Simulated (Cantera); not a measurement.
## SiCl4 + N2O + H2 (silicon oxide and oxynitride deposition)

A closed system holds: 1 mol SiCl4, 1.4 mol N2O, 0.31 mol H2, held at 1.50 mbar.

Cantera equilibrium calculation (NASA polynomials, part measured and part estimated; ideal gas, pure solids and liquids). Candidate condensed phases: H2O, NH4Cl, Si, SiO2, Si2N2O, Si3N4; 47 gas species. The tables' values for SiCl3, SiO2 are old estimates; treat these amounts as uncertain. The tables hold silica as quartz up to 1696 K and as liquid above; real silica turns to tridymite and cristobalite and melts near 1996 K. Kinetics and transport are ignored.

At 1675 K the condensed part is SiO2(β-quartz). From 1725 K to 1975 K the condensed part is SiO2(condensed). The main Si-bearing gas is SiCl4 at 1675 K and SiO at 1975 K. The share of Si in condensed phases is highest at 1675 K (69.9 %) and lowest at 1975 K (40.2 %).

```csv
T (K),log p Cl,log p N2,log p HCl,log p SiO,log p SiCl4,log p SiCl3,log p Cl2,log p SiCl2,n SiO2(β-quartz),n SiO2(condensed)
1675,-3.15,-3.33,-3.68,-6.25,-4.03,-5.20,-4.76,-6.05,0.699,0
1725,-3.14,-3.34,-3.69,-5.47,-4.09,-4.91,-4.96,-5.47,0,0.695
1775,-3.13,-3.35,-3.71,-4.79,-4.23,-4.74,-5.15,-5.01,0,0.674
1825,-3.10,-3.39,-3.74,-4.26,-4.56,-4.77,-5.31,-4.80,0,0.606
1875,-3.08,-3.43,-3.78,-3.95,-5.24,-5.18,-5.46,-4.97,0,0.487
1925,-3.08,-3.45,-3.81,-3.84,-6.33,-5.99,-5.63,-5.54,0,0.417
1975,-3.07,-3.46,-3.81,-3.83,-7.54,-6.93,-5.80,-6.25,0,0.402
```
log p: log10 of the partial pressure in bar; n: condensed amount in mol.
